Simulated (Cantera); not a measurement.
Standard-state values (1 bar) from the NASA 1993 polynomials, evaluated with Cantera. Values are per mole of reaction as written; species without (g) are pure solids or liquids, kept so even where they would boil at 1 bar. ZrN: taken at fixed stoichiometry.

NO(g) + 9 H2O(g) + 5 ZrN ⇌ 6 NH3(g) + 5 ZrO2

| T (K) | ΔH° (kJ) | ΔS° (J/K) | ΔG° (kJ) | log10 K |
|---|---|---|---|---|
| 1700 | -1780.3 | -641.0 | -690.7 | 21.22 |
| 1775 | ___ | ___ | ___ | ___ |
| 1850 | -1778.7 | -640.0 | -594.6 | 16.79 |
| 1925 | -1778.2 | -639.8 | -546.6 | 14.83 |
| 2000 | ___ | ___ | ___ | ___ |

### Question
Complete the blanks.

### Answer

- 1775, ΔH° (kJ): -1779.4
- 1775, ΔS° (J/K): -640.4
- 1775, ΔG° (kJ): -642.6
- 1775, log10 K: 18.91
- 2000, ΔH° (kJ): -1778.0
- 2000, ΔS° (J/K): -639.7
- 2000, ΔG° (kJ): -498.7
- 2000, log10 K: 13.02
